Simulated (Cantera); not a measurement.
Feed: 1 mol CH₄, 2.9 mol H₂, held at 48.0 mbar.

Cantera equilibrium calculation (NASA polynomials, part measured and part estimated; ideal gas, pure solids and liquids). Candidate condensed phases: C, C₆H₆, C₇H₈, C₈H₁₈; 76 gas species. Kinetics and transport are ignored.

Q: What share of the C ends up in condensed phases as a function of T (K), at 1475, 1575, 1675, 1775, 1875, 1975, 2075, 2175, 2275, 2375, 2475, 2575, 2675, 2775?

A: 
| T (K) | C condensed (%) | as |
|---|---|---|
| 1475 | 99.9 | C(graphite) |
| 1575 | 99.9 | C(graphite) |
| 1675 | 99.9 | C(graphite) |
| 1775 | 99.8 | C(graphite) |
| 1875 | 99.7 | C(graphite) |
| 1975 | 99.4 | C(graphite) |
| 2075 | 98.8 | C(graphite) |
| 2175 | 97.8 | C(graphite) |
| 2275 | 96.3 | C(graphite) |
| 2375 | 94.1 | C(graphite) |
| 2475 | 90.9 | C(graphite) |
| 2575 | 86.5 | C(graphite) |
| 2675 | 80.6 | C(graphite) |
| 2775 | 72.8 | C(graphite) |
